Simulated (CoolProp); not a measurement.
Vapour-liquid equilibrium of benzene (1) + octamethylcyclotetrasiloxane (D4) (2) at 337.7 K; x and y are mole fractions of (1).

Computed with CoolProp (multi-fluid Helmholtz-energy mixture model, Thol 2012 and Thol 2015; pair parameters Bell 2016).

Task: Give the bubble pressure and the first vapour's composition at x = 0.2, 0.275, 0.875. Is there an azeotrope?

Result: x = 0.2: 0.01356 MPa, y = 0.903; x = 0.275: 0.01843 MPa, y = 0.935; x = 0.875: 0.05336 MPa, y = 0.996. No azeotrope shows between x = 0.05 and 0.95.

The pair parameters rest on a limited set of measurements; away from them the model extrapolates. The gap from Raoult's law changes sign with composition, which may be real or a fault of the pair parameters; it wasn't checked against measurements.
